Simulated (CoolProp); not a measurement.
Vapour-liquid equilibrium of isopentane (1) + toluene (2) at 0.425 bar; x and y are mole fractions of (1).

The numbers come from the multi-fluid Helmholtz-energy mixture model, Lemmon 2006 and Lemmon 2006; pair parameters Bell 2016 in CoolProp.

```json
[
 {"x": "0.05", "bubble temperature, mixture model (K)": "339.0", "bubble temperature, Raoult's law (K)": "342.3", "y, mixture model": "(withheld)", "y, Raoult's law": "0.410"},
 {"x": "0.2", "bubble temperature, mixture model (K)": "(withheld)", "bubble temperature, Raoult's law (K)": "317.6", "y, mixture model": "0.868", "y, Raoult's law": "0.818"},
 {"x": "0.35", "bubble temperature, mixture model (K)": "296.7", "bubble temperature, Raoult's law (K)": "303.9", "y, mixture model": "0.943", "y, Raoult's law": "0.922"},
 {"x": "0.5", "bubble temperature, mixture model (K)": "289.7", "bubble temperature, Raoult's law (K)": "294.9", "y, mixture model": "0.967", "y, Raoult's law": "0.962"},
 {"x": "0.65", "bubble temperature, mixture model (K)": "(withheld)", "bubble temperature, Raoult's law (K)": "288.4", "y, mixture model": "(withheld)", "y, Raoult's law": "0.981"},
 {"x": "0.8", "bubble temperature, mixture model (K)": "282.3", "bubble temperature, Raoult's law (K)": "283.3", "y, mixture model": "(withheld)", "y, Raoult's law": "0.992"},
 {"x": "0.95", "bubble temperature, mixture model (K)": "279.2", "bubble temperature, Raoult's law (K)": "279.2", "y, mixture model": "0.997", "y, Raoult's law": "0.998"}
]
```

Question: Complete the blanks.

Answer: 
- 0.05, y, mixture model: 0.474
- 0.2, bubble temperature, mixture model (K): 309.9
- 0.65, bubble temperature, mixture model (K): 285.5
- 0.65, y, mixture model: 0.979
- 0.8, y, mixture model: 0.988

The largest gap from Raoult's law is -7.7 K in bubble temperature, at x = 0.2. No azeotrope shows between x = 0.05 and 0.95.

The pair parameters rest on a limited set of measurements; away from them the model extrapolates.
